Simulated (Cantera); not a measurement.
A closed system holds: 1 mol SiCl₄, 0.26 mol N₂O, 3.2 mol H₂, equilibrated at 1650 °C and 42.0 mbar.

These are equilibrium values from Cantera (NASA tables, ideal gas, pure condensed phases), not measurements of a reactor. Candidate condensed phases: H₂O, NH₄Cl, Si, SiO₂, Si₂N₂O, Si₃N₄; 47 gas species. The tables' values for SiCl₃, SiCl are old estimates; treat these amounts as uncertain. Kinetics and transport are ignored.

### Question
What is the equilibrium state?

### Answer
```json
{
 "x(HCl)": "0.432",
 "x(H₂)": "0.342",
 "x(SiCl₂)": "0.123",
 "x(N₂)": "0.0455",
 "x(SiO)": "0.0455",
 "x(SiCl₃)": "0.00568",
 "x(H)": "0.00269",
 "x(Cl)": "0.00255",
 "x(SiCl₄)": "0.000340",
 "gas_amount": "5.717 mol",
 "log10 activity of Si(l) (absent)": "-1.07"
}
```
